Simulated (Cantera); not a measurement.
An isothermal, constant-pressure homogeneous reactor starts with CH₄ : H₂O = 1 : 1.6 (molar parts), at 1650 K and 9.87 atm. Integrator tolerance rtol = 1e-08.

Detailed kinetics in Cantera: GRI-Mech 3.0 (53 species, 325 reactions).

### Question
What does this change do: temperature 1650 to 1925 K?

### Answer
```
quantity                                           before                                      after
----------------  ---------------------------------------  -----------------------------------------
x(CH₄) at 9.00 s  0.01000 (gas-phase equilibrium 4.23e-5)    3.66e-6 (gas-phase equilibrium 4.06e-6)
x(H₂O) at 9.00 s      0.131 (gas-phase equilibrium 0.119)        0.122 (gas-phase equilibrium 0.122)
x(O₂) at 9.00 s     <1e-12 (gas-phase equilibrium <1e-12)  8.78e-11 (gas-phase equilibrium 8.78e-11)
x(CH₃) at 9.00 s  7.29e-6 (gas-phase equilibrium 3.05e-8)    2.73e-8 (gas-phase equilibrium 3.03e-8)
x(H₂) at 9.00 s       0.647 (gas-phase equilibrium 0.664)        0.661 (gas-phase equilibrium 0.661)
```

### Question
What does this change do: temperature 1650 to 1550 K?

### Answer
| quantity | before | after |
|---|---|---|
| x(CH₄) at 9.00 s | 0.01000 (gas-phase equilibrium 4.23e-5) | 0.0820 (gas-phase equilibrium 0.000123) |
| x(H₂O) at 9.00 s | 0.131 (gas-phase equilibrium 0.119) | 0.220 (gas-phase equilibrium 0.118) |
| x(O₂) at 9.00 s | <1e-12 (gas-phase equilibrium <1e-12) | <1e-12 (gas-phase equilibrium <1e-12) |
| x(CH₃) at 9.00 s | 7.29e-6 (gas-phase equilibrium 3.05e-8) | 2.29e-5 (gas-phase equilibrium 3.07e-8) |
| x(H₂) at 9.00 s | 0.647 (gas-phase equilibrium 0.664) | 0.528 (gas-phase equilibrium 0.665) |

### Question
What does this change do: pressure from 9.87 atm to 0.207 atm?

### Answer
```csv
quantity,before,after
x(CH₄) at 9.00 s,0.01000 (gas-phase equilibrium 4.23e-5),0.00773 (gas-phase equilibrium 1.87e-8)
x(H₂O) at 9.00 s,0.131 (gas-phase equilibrium 0.119),0.150 (gas-phase equilibrium 0.119)
x(O₂) at 9.00 s,<1e-12 (gas-phase equilibrium <1e-12),3.12e-11 (gas-phase equilibrium 2.14e-11)
x(CH₃) at 9.00 s,7.29e-6 (gas-phase equilibrium 3.05e-8),3.92e-5 (gas-phase equilibrium 9.29e-11)
x(H₂) at 9.00 s,0.647 (gas-phase equilibrium 0.664),0.635 (gas-phase equilibrium 0.664)
```
